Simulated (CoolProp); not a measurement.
R143a at 495 K and 7.44 MPa flows at 17 m/s in a round tube of 4.6 mm bore and 0.25 µm roughness, fully developed (64/Re and Nu = 3.66 if laminar; Colebrook and Gnielinski if turbulent). Each further row changes one setting.

Values from CoolProp's reference Helmholtz-energy equation of state, Lemmon and Jacobsen 2000.

| case | Reynolds number | Darcy friction factor | pressure drop (Pa/m) | heat-transfer coefficient (W/(m² K)) | mass flow (kg/h) |
|---|---|---|---|---|---|
| as stated | ___ | 0.0135 | 78100 | ___ | ___ |
| velocity 34 m/s | 1210000 | ___ | 288000 | 15400 | ___ |
| diameter 9.2 mm | 1210000 | 0.0119 | 34400 | 7340 | ___ |

**Question.** What belongs in the gaps?

**Answer.** 
- as stated, Reynolds number: 606000
- as stated, heat-transfer coefficient (W/(m² K)): 8360
- as stated, mass flow (kg/h): 187
- velocity 34 m/s, Darcy friction factor: 0.0125
- velocity 34 m/s, mass flow (kg/h): 374
- diameter 9.2 mm, mass flow (kg/h): 748

Viscosity comes from a separate model (Klein 1997), an estimate that may be off by 10 % or more. Thermal conductivity comes from a separate model (McLinden 2000), an estimate that may be off by 10 % or more.
